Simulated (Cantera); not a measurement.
**Ignition delay**

Mixture: 17.9 % H₂, 17.2 % O₂, 64.9 % N₂, equivalence ratio 0.52, at 600000 Pa, adiabatic and at constant pressure. Ignition delay is the time to a rise of 400 K.

Model: the H2/O2 subset of GRI-Mech 3.0, which has no nitrogen chemistry, integrated in Cantera. The hydrogen kinetics of GRI-Mech 3.0 are dated; newer H2 mechanisms differ, most at raised pressure. Where the delays flatten at high temperature, the 400 K rule measures the pace of heat release, not the induction time.

```
T0 (K)  delay (ms)
------  ----------
1300       0.00637
1375       0.00423
1450       0.00313
1525       0.00248
1600       0.00207
1675       0.00181
1750       0.00164
1825       0.00155
1900       0.00150
```
